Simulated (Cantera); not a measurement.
## Equilibrium for oxide etching and cleaning by halides: CuO + HF

A closed system holds: 1 mol CuO, 2.3 mol HF, equilibrated at 1373 K.

These are equilibrium values from Cantera (NASA tables, ideal gas, pure condensed phases), not measurements of a reactor. Candidate condensed phases: Cu, CuF2, CuO, Cu(OH)2, Cu2O, H2O; 27 gas species. The numbers say what is thermodynamically allowed, not how fast it happens.

| P (Pa) | x HF | x O2 | x CuF | x Cu | x H2O | n Cu(l) | n Cu2O(s) |
|---|---|---|---|---|---|---|---|
| 1 | 0.622 | 0.131 | 0.112 | 0.0790 | 0.0557 | 0.402 | 0 |
| 10 | 0.782 | 0.0951 | 0.0775 | 0.00701 | 0.0387 | 0 | 0.387 |
| 100 | 0.846 | 0.0962 | 0.0379 | 0.000393 | 0.0190 | 0 | 0.450 |
| 1000 | 0.875 | 0.0971 | 0.0178 | 2.21e-5 | 0.00926 | 0 | 0.477 |
| 10000 | 0.889 | 0.0974 | 0.00766 | 1.24e-6 | 0.00512 | 0 | 0.489 |
| 100000 | 0.893 | 0.0973 | 0.00269 | 6.97e-8 | 0.00419 | 0 | 0.493 |
x: gas mole fraction; n: condensed amount in mol.

At 1.00 Pa the condensed part is Cu(l). From 10.0 Pa to 1.00 bar the condensed part is Cu2O(s). The main Cu-bearing gas is CuF at 1.00 Pa and CuF2 at 1.00 bar. The share of Cu in condensed phases is highest at 1.00 bar (98.6 %) and lowest at 1.00 Pa (40.2 %).
